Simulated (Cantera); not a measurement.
An isothermal, constant-pressure homogeneous reactor starts with CH₄ : H₂O = 1 : 3.3 (molar parts), at 1225 K and 1.18 atm. Integrator tolerance rtol = 1e-08.

Computed with Cantera and GRI-Mech 3.0 (53 species, 325 reactions).

Q: What does this change do: temperature 1225 to 1775 K?

A: 
| quantity | before | after |
|---|---|---|
| x(CH₄) at 3.00 s | 0.231 (gas-phase equilibrium 1.82e-5) | 2.30e-6 (gas-phase equilibrium 1.89e-8) |
| x(H₂O) at 3.00 s | 0.767 (gas-phase equilibrium 0.319) | 0.340 (gas-phase equilibrium 0.340) |
| x(C₂H) at 3.00 s | <1e-12 (gas-phase equilibrium <1e-12) | <1e-12 (gas-phase equilibrium <1e-12) |
| x(HO₂) at 3.00 s | <1e-12 (gas-phase equilibrium <1e-12) | <1e-12 (gas-phase equilibrium <1e-12) |
| x(OH) at 3.00 s | 4.45e-9 (gas-phase equilibrium 1.15e-9) | 7.97e-6 (gas-phase equilibrium 7.97e-6) |
| x(O₂) at 3.00 s | <1e-12 (gas-phase equilibrium <1e-12) | 7.07e-10 (gas-phase equilibrium 7.07e-10) |
